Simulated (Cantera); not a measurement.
A Cantera script and what it prints.

```python
import numpy as np
import cantera as ct

gas_names = """
    H HO2 H2 H2O H2O2 H2S H2SO4 O OH O2 O3 S SH SO SO2 SO3 S2 S2O S8
""".split()
cond_names = """
    H2O(s) H2O(L) H2SO4(L) S(cr1) S(cr2) S(L)
""".split()


# ... load() reads the species with a 1 bar reference pressure and builds the phases ...
atoms = {
    'SO2': {'S': 1, 'O': 2},
    'H2': {'H': 2},
}
top_T = {}  # K; cautious upper limits of use, not melting points


# ... equilibrate(T, P, feed) seeds the gas with the atoms and calls Mixture.equilibrate('TP', solver="vcs", rtol=1e-11, max_steps=5000) ...
results = []
T = 2998.15  # K
P = 13332.2  # Pa
for m in [0.9, 1, 1.2, 1.3, 1.5, 1.7, 1.9, 2.2, 2.5, 2.8, 3.2, 3.6, 4.1]:
    feed = {'SO2': 1, 'H2': m}  # mol
    mix = equilibrate(T, P, feed)
    results.append((T, P, feed, dict(zip(mix.species_names, mix.species_moles))))

top = {s: max(r[3][s] / sum(r[3][g] for g in gas_names) for r in results) for s in gas_names}
cols = sorted((s for s in top if top[s] > 1e-05), key=lambda s: -top[s])[:7]
seen = [c for c in cond_names if any(r[3].get(c, 0) > 1e-12 for r in results)]
print("log10 of partial pressures in bar; condensed amounts in mol")
print(f"{'n(H2)':>10s}" + "".join(f"{s[:9]:>10s}" for s in cols + seen))
for T, P, feed, n in results:
    ng = sum(n[g] for g in gas_names)
    print(f"{feed['H2']:10.4g}" + "".join(f"{np.log10(max(n[s] / ng * P / 1e5, 1e-99)):10.3f}" for s in cols)
          + "".join(f"{n.get(c, 0):10.4g}" for c in seen))
```

It prints:

```
log10 of partial pressures in bar; condensed amounts in mol
     n(H2)        H2         H        SO       H2O       SO2        OH         S
       0.9    -1.783    -1.696    -1.583    -1.678    -1.622    -2.070    -2.224
         1    -1.740    -1.674    -1.598    -1.661    -1.662    -2.074    -2.213
       1.2    -1.669    -1.639    -1.629    -1.637    -1.740    -2.086    -2.197
       1.3    -1.639    -1.624    -1.644    -1.629    -1.777    -2.093    -2.190
       1.5    -1.588    -1.598    -1.674    -1.619    -1.849    -2.108    -2.180
       1.7    -1.546    -1.577    -1.705    -1.614    -1.916    -2.124    -2.173
       1.9    -1.510    -1.559    -1.735    -1.612    -1.981    -2.141    -2.168
       2.2    -1.466    -1.537    -1.778    -1.615    -2.071    -2.166    -2.165
       2.5    -1.429    -1.519    -1.821    -1.621    -2.156    -2.190    -2.165
       2.8    -1.399    -1.504    -1.862    -1.630    -2.236    -2.213    -2.167
       3.2    -1.366    -1.487    -1.914    -1.643    -2.334    -2.244    -2.173
       3.6    -1.339    -1.474    -1.963    -1.659    -2.426    -2.272    -2.180
       4.1    -1.312    -1.460    -2.022    -1.679    -2.532    -2.306    -2.191
```

Cantera equilibrium calculation (NASA polynomials, part measured and part estimated; ideal gas, pure solids and liquids).
